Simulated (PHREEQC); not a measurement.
## Spent oxide etchant

A solution holds 0.017 mol NH4HF2, 3.6e-05 mol H2SiF6 and 8.5e-05 mol HBF4 per kg of water, at 25 °C. Closed to the air; pH follows from the charge balance.

Model: ion-association model, phreeqc.dat, run in PHREEQC.

The pH is 3.15 and the ionic strength is 0.0178 mol/kgw. The total alkalinity is -17.6 meq/kg.

| species | molality | activity | log γ |
|---|---|---|---|
| NH4+ | 0.0170 | 0.0148 | -0.061 |
| F- | 0.0167 | 0.0145 | -0.059 |
| HF | 0.0154 | 0.0155 | 0.002 |
| HF2- | 0.000983 | 0.000861 | -0.057 |
| H+ | 0.000793 | 0.000709 | -0.049 |
| BF4- | 8.28e-5 | 7.26e-5 | -0.057 |
| SiF6-2 | 3.60e-5 | 2.15e-5 | -0.223 |
| BF3OH- | 1.97e-6 | 1.73e-6 | -0.057 |
| BF2(OH)2- | 1.75e-7 | 1.53e-7 | -0.057 |
| H3BO3 | 2.38e-8 | 2.39e-8 | 0.002 |
| NH3 | 1.18e-8 | 1.19e-8 | 0.002 |

Precipitation was switched off in this run. Species that the database lacks are ignored. SiF6-2 is the database's only silicon fluoride. Real BF4- forms and hydrolyses slowly; the run takes it at equilibrium.
